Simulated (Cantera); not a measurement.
A freely propagating, adiabatic, planar premixed flame of 10.1 % CH4, 0.597 % C2H6, 17.2 % O2, 72.1 % N2, unburnt at 648 K and 760 Torr; multicomponent+Soret transport, grid criteria slope 0.08 and curve 0.16, no radiation.

Model: GRI-Mech 3.0 (53 species, 325 reactions), integrated in Cantera. Burning velocities carry a grid error of a few per cent, more on coarse grids.

Q: Predict: laminar burning velocity; thermal thickness; peak x(O); peak x(H2O2).

A: laminar burning velocity: 101 cm/s
thermal thickness: 0.396 mm
peak x(O): 0.000916
peak x(H2O2): 1.35e-5
